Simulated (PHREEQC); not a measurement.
A solution holds 0.28 mol/kgw AlCl3 and 0.037 mol/kgw FeCl3, at 25 °C. Closed to the air; pH follows from the charge balance.

The numbers come from PHREEQC with the ion-association model, phreeqc.dat.

```csv
quantity,before,after
pH,2.58,2.38
ionic strength (mol/kgw),1.78,1.79
Cl- (mol/kgw),0.909,0.914
FeCl2+ (mol/kgw),0.0108,0.00595
Fe+3 (mol/kgw),0.00300,0.00187
SI of Gibbsite (Al(OH)3),-2.18,-1.55
```

Task: What was changed between the two runs?
A. temperature from 25 to 50 °C
B. diluted 2-fold with water
C. temperature from 25 to 40 °C
D. AlCl3 from 0.28 to 0.14 mol/kgw
E. AlCl3 from 0.28 to 0.028 mol/kgw

Result: A, temperature from 25 to 50 °C

No solid was allowed to form. The ionic strength passes 0.7 mol/kgw, the rough limit of the ion-association models, in every such run. Some of these states are supersaturated (in Hematite (slow to form), Goethite (slow to form), for instance). Away from 25 °C the constants follow the database's enthalpies or fits; those with neither stay at their 25 °C values.
